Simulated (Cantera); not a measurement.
Input: 1 mol AlCl3, 1.6 mol NH3, 550 mol H2, equilibrated at 1873.15 K and 2.30 mbar.

Method: chemical equilibrium by Gibbs-energy minimisation in Cantera with the NASA 1993 tables (ideal gas, pure condensed phases). Candidate condensed phases: Al, AlCl3, AlN, NH4Cl; 20 gas species. The numbers say what is thermodynamically allowed, not how fast it happens.

Base state: H2 0.980, H 0.0133, HCl 0.00363, AlCl 0.00170, N2 0.00143, Al 9.00e-5, Cl 3.74e-5 (mole fractions); condensed: gas only.

What changes in the equilibrium state with this change: temperature from 1873.15 K to 1573 K?


```
species   before     after
-------  -------  --------
H2         0.980     0.992
HCl      0.00363   0.00359
AlCl     0.00170   0.00179
H         0.0133  0.000845
Al       9.00e-5   2.80e-6
Cl       3.74e-5   2.43e-6
AlCl2    2.16e-6   1.13e-5
```
The tables' values for AlCl2 are old estimates; treat these amounts as uncertain.
